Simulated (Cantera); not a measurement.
**Carbon deposition, reforming and gasification: toluene + CO₂ + H₂**

A closed system holds: 1 mol toluene, 0.97 mol CO₂, 1.9 mol H₂, at 0.0240 bar.

These are equilibrium values from Cantera (NASA tables, ideal gas, pure condensed phases), not measurements of a reactor. Candidate condensed phases: C, C₆H₆, C₇H₈, C₈H₁₈, H₂O; 110 gas species. Kinetics and transport are ignored.

```json
[
 {"T (°C)": "1100", "x H₂": "0.752", "x CO": "0.247", "x H": "1.86e-5", "x C₂H₂ (acetylene)": "1.30e-6", "x C₂H": "<1e-12", "x CH₄": "6.84e-5", "x C₃": "<1e-12", "n C(graphite)": "6.03"},
 {"T (°C)": "1200", "x H₂": "0.752", "x CO": "0.247", "x H": "7.08e-5", "x C₂H₂ (acetylene)": "4.90e-6", "x C₂H": "<1e-12", "x CH₄": "3.99e-5", "x C₃": "<1e-12", "n C(graphite)": "6.03"},
 {"T (°C)": "1300", "x H₂": "0.752", "x CO": "0.247", "x H": "0.000228", "x C₂H₂ (acetylene)": "1.55e-5", "x C₂H": "1.36e-11", "x CH₄": "2.49e-5", "x C₃": "<1e-12", "n C(graphite)": "6.03"},
 {"T (°C)": "1400", "x H₂": "0.752", "x CO": "0.247", "x H": "0.000637", "x C₂H₂ (acetylene)": "4.28e-5", "x C₂H": "1.78e-10", "x CH₄": "1.65e-5", "x C₃": "<1e-12", "n C(graphite)": "6.03"},
 {"T (°C)": "1500", "x H₂": "0.751", "x CO": "0.247", "x H": "0.00159", "x C₂H₂ (acetylene)": "0.000105", "x C₂H": "1.74e-9", "x CH₄": "1.14e-5", "x C₃": "2.06e-12", "n C(graphite)": "6.03"},
 {"T (°C)": "1600", "x H₂": "0.749", "x CO": "0.247", "x H": "0.00361", "x C₂H₂ (acetylene)": "0.000234", "x C₂H": "1.33e-8", "x CH₄": "8.21e-6", "x C₃": "4.07e-11", "n C(graphite)": "6.03"},
 {"T (°C)": "1700", "x H₂": "0.745", "x CO": "0.247", "x H": "0.00752", "x C₂H₂ (acetylene)": "0.000478", "x C₂H": "8.22e-8", "x CH₄": "6.09e-6", "x C₃": "5.88e-10", "n C(graphite)": "6.02"},
 {"T (°C)": "1800", "x H₂": "0.739", "x CO": "0.246", "x H": "0.0146", "x C₂H₂ (acetylene)": "0.000906", "x C₂H": "4.25e-7", "x CH₄": "4.61e-6", "x C₃": "6.54e-9", "n C(graphite)": "6.02"},
 {"T (°C)": "1900", "x H₂": "0.728", "x CO": "0.244", "x H": "0.0266", "x C₂H₂ (acetylene)": "0.00161", "x C₂H": "1.88e-6", "x CH₄": "3.54e-6", "x C₃": "5.79e-8", "n C(graphite)": "6.00"},
 {"T (°C)": "2000", "x H₂": "0.710", "x CO": "0.242", "x H": "0.0457", "x C₂H₂ (acetylene)": "0.00268", "x C₂H": "7.26e-6", "x CH₄": "2.73e-6", "x C₃": "4.20e-7", "n C(graphite)": "5.99"},
 {"T (°C)": "2100", "x H₂": "0.683", "x CO": "0.238", "x H": "0.0745", "x C₂H₂ (acetylene)": "0.00420", "x C₂H": "2.48e-5", "x CH₄": "2.09e-6", "x C₃": "2.57e-6", "n C(graphite)": "5.96"},
 {"T (°C)": "2200", "x H₂": "0.645", "x CO": "0.233", "x H": "0.116", "x C₂H₂ (acetylene)": "0.00622", "x C₂H": "7.55e-5", "x CH₄": "1.57e-6", "x C₃": "1.35e-5", "n C(graphite)": "5.92"},
 {"T (°C)": "2300", "x H₂": "0.594", "x CO": "0.226", "x H": "0.171", "x C₂H₂ (acetylene)": "0.00866", "x C₂H": "0.000208", "x CH₄": "1.13e-6", "x C₃": "6.24e-5", "n C(graphite)": "5.87"}
]
```
x: gas mole fraction; n: condensed amount in mol.

From 1100 °C to 2300 °C the condensed part is C(graphite). The main C-bearing gas is CO throughout.
